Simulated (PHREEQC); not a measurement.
Solution A (8e-05 mol Ag2SO4, 8.2e-05 mol NaCl and 5.5e-05 mol Na2SO4 per kg of water) is mixed with solution B (0.22 mol KH2PO4 and 0.0002 mol HF per kg of water) at 59 °C; shares are by mass of water, 1 kg in all. O2 is buffered at 0.21 atm. The system is closed to CO2. The run lets Cerargyrite, Ag2O, Ag3PO4, Ag2SO4, Halite, Mirabilite precipitate or redissolve, and no other solid.

The series has 11 steps of share of solution B, from 0 to 1.

All values are PHREEQC results (ion-association model, wateq4f.dat), not measurements.

Task: Which solids form, in which order, and at which step of the series does each first stand?

Result: Cerargyrite from the start (pH 6.53), last present at share of solution B = 0.3.

H3PO4, which wateq4f.dat lacks, is added to it with the constant of phreeqc.dat. At this temperature some constants are extrapolated from 25 °C, and those without enthalpy data are left unchanged. The database has no phosphate complexes of Ag.
